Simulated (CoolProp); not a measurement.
Properties of n-nonane along the isotherm 600 K.

Values from CoolProp's reference Helmholtz-energy equation of state, Lemmon 2006. It is a short technical equation, of lower accuracy than the large ones.

```json
[
 {"p (bar)": "22.8", "phase": "gas", "density (kg/m³)": "131.2", "Joule-Thomson coefficient (K/MPa)": "24.77", "expansivity (1/kK)": "30.74", "conductivity (mW/(m K))": "54.1", "fugacity coefficient": "0.6651"},
 {"p (bar)": "45.6", "phase": "supercritical", "density (kg/m³)": "409.5", "Joule-Thomson coefficient (K/MPa)": "1.285", "expansivity (1/kK)": "4.848", "conductivity (mW/(m K))": "74.0", "fugacity coefficient": "0.3959"},
 {"p (bar)": "68.5", "phase": "supercritical", "density (kg/m³)": "441.6", "Joule-Thomson coefficient (K/MPa)": "0.5670", "expansivity (1/kK)": "3.105", "conductivity (mW/(m K))": "79.3", "fugacity coefficient": "0.3025"},
 {"p (bar)": "91.3", "phase": "supercritical", "density (kg/m³)": "461.6", "Joule-Thomson coefficient (K/MPa)": "0.2994", "expansivity (1/kK)": "2.444", "conductivity (mW/(m K))": "83.1", "fugacity coefficient": "0.2584"},
 {"p (bar)": "114", "phase": "supercritical", "density (kg/m³)": "476.4", "Joule-Thomson coefficient (K/MPa)": "0.1550", "expansivity (1/kK)": "2.077", "conductivity (mW/(m K))": "86.3", "fugacity coefficient": "0.2344"},
 {"p (bar)": "137", "phase": "supercritical", "density (kg/m³)": "488.6", "Joule-Thomson coefficient (K/MPa)": "0.06206", "expansivity (1/kK)": "1.834", "conductivity (mW/(m K))": "89.0", "fugacity coefficient": "0.2204"},
 {"p (bar)": "160", "phase": "supercritical", "density (kg/m³)": "498.8", "Joule-Thomson coefficient (K/MPa)": "-0.002478", "expansivity (1/kK)": "1.660", "conductivity (mW/(m K))": "91.4", "fugacity coefficient": "0.2128"},
 {"p (bar)": "183", "phase": "supercritical", "density (kg/m³)": "507.8", "Joule-Thomson coefficient (K/MPa)": "-0.05013", "expansivity (1/kK)": "1.528", "conductivity (mW/(m K))": "93.6", "fugacity coefficient": "0.2092"},
 {"p (bar)": "205", "phase": "supercritical", "density (kg/m³)": "515.4", "Joule-Thomson coefficient (K/MPa)": "-0.08542", "expansivity (1/kK)": "1.428", "conductivity (mW/(m K))": "95.6", "fugacity coefficient": "0.2086"},
 {"p (bar)": "228", "phase": "supercritical", "density (kg/m³)": "522.6", "Joule-Thomson coefficient (K/MPa)": "-0.1149", "expansivity (1/kK)": "1.341", "conductivity (mW/(m K))": "97.5", "fugacity coefficient": "0.2102"}
]
```

Thermal conductivity comes from a separate model (Huber 2005).
